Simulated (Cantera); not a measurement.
# Adiabatic ignition

An adiabatic, constant-pressure homogeneous reactor starts with C3H8 : O2 : N2 = 1 : 13.9 : 52.2 (molar parts), equivalence ratio 0.36, at 1723 K and 2480 Torr.

Detailed kinetics in Cantera: GRI-Mech 3.0 (53 species, 325 reactions). GRI-Mech 3.0 was tuned for natural gas; its chemistry of propane as a main component is partial and can be far from experiment.

| t (s) | T (K) | x C3H8 | x O2 | x H2O | x HO2 | x O |
|---|---|---|---|---|---|---|
| 8.00e-6 | 2074 | 9.89e-12 | 0.143 | 0.0459 | 4.31e-5 | 0.00838 |
| 2.25e-5 | 2248 | <1e-12 | 0.127 | 0.0482 | 1.54e-5 | 0.0128 |
| 6.35e-5 | 2397 | <1e-12 | 0.128 | 0.0528 | 8.37e-6 | 0.00507 |
| 0.000179 | 2449 | <1e-12 | 0.129 | 0.0548 | 8.60e-6 | 0.00240 |
| 0.000504 | 2452 | <1e-12 | 0.128 | 0.0550 | 8.68e-6 | 0.00226 |
| 0.00142 | 2450 | <1e-12 | 0.128 | 0.0550 | 8.61e-6 | 0.00223 |
| 0.00400 | 2445 | <1e-12 | 0.127 | 0.0551 | 8.44e-6 | 0.00216 |
| 0.0113 | 2435 | <1e-12 | 0.124 | 0.0552 | 8.11e-6 | 0.00203 |
| 0.0317 | 2426 | <1e-12 | 0.122 | 0.0553 | 7.82e-6 | 0.00193 |
| 0.0894 | 2425 | <1e-12 | 0.121 | 0.0553 | 7.77e-6 | 0.00191 |
| 0.252 | 2425 | <1e-12 | 0.121 | 0.0553 | 7.77e-6 | 0.00191 |
| 0.710 | 2425 | <1e-12 | 0.121 | 0.0553 | 7.77e-6 | 0.00191 |
| 2.00 | 2425 | <1e-12 | 0.121 | 0.0553 | 7.77e-6 | 0.00191 |
x: mole fraction; the columns are a selection and need not sum to one.

```
Item                                                              Result
---------------------------------  -------------------------------------
time of steepest temperature rise                                6.97 µs
temperature at 2.00 s                                             2425 K
equilibrium temperature                                           2425 K
x(C3H8) at 2.00 s                  <1e-12 (gas-phase equilibrium <1e-12)
x(O2) at 2.00 s                      0.121 (gas-phase equilibrium 0.121)
x(H2O) at 2.00 s                   0.0553 (gas-phase equilibrium 0.0553)
```
